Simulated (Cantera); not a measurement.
## Si₃N₄ + H₂ (nitride etching)

Feed: 1 mol Si₃N₄, 5.9 mol H₂, held at 0.0105 Torr.

These are equilibrium values from Cantera (NASA tables, ideal gas, pure condensed phases), not measurements of a reactor. Candidate condensed phases: Si, Si₃N₄; 18 gas species. Mutual solubility and eutectic melting of coexisting phases are not modelled. The tables' values for SiN are old estimates; treat these amounts as uncertain. Gases not in the tables: Si₂H₆ and higher silanes. Kinetics and transport are ignored.

From 898 K to 998 K the condensed part is Si₃N₄(s). From 1098 K to 1298 K the condensed part is Si(s) + Si₃N₄(s). From 1398 K to 1598 K the condensed part is Si(s). From 1698 K to 1798 K the condensed part is Si(l). At 1898 K nothing is condensed.

| T (K) | x H₂ | x Si | x N₂ | x H | x Si₂ | n Si₃N₄(s) | n Si(s) | n Si(l) |
|---|---|---|---|---|---|---|---|---|
| 898 | 1.00 | <1e-12 | 7.11e-9 | 2.92e-8 | <1e-12 | 1.00 | 0 | 0 |
| 998 | 1.000 | 1.14e-11 | 1.07e-6 | 5.75e-7 | <1e-12 | 1.000 | 0 | 0 |
| 1098 | 1.000 | 1.54e-9 | 6.38e-5 | 6.61e-6 | <1e-12 | 1.000 | 0.000565 | 0 |
| 1198 | 0.998 | 9.20e-8 | 0.00191 | 5.08e-5 | 7.77e-12 | 0.994 | 0.0170 | 0 |
| 1298 | 0.966 | 2.90e-6 | 0.0337 | 0.000281 | 6.96e-10 | 0.897 | 0.309 | 0 |
| 1398 | 0.746 | 5.57e-5 | 0.253 | 0.00109 | 3.25e-8 | 0 | 3.00 | 0 |
| 1498 | 0.743 | 0.000717 | 0.252 | 0.00396 | 9.04e-7 | 0 | 2.99 | 0 |
| 1598 | 0.731 | 0.00668 | 0.250 | 0.0122 | 1.64e-5 | 0 | 2.95 | 0 |
| 1698 | 0.683 | 0.0469 | 0.237 | 0.0319 | 0.000204 | 0 | 0 | 2.60 |
| 1798 | 0.521 | 0.220 | 0.188 | 0.0679 | 0.00132 | 0 | 0 | 0.606 |
| 1898 | 0.435 | 0.254 | 0.171 | 0.138 | 0.000590 | 0 | 0 | 0 |
x: gas mole fraction; n: condensed amount in mol.
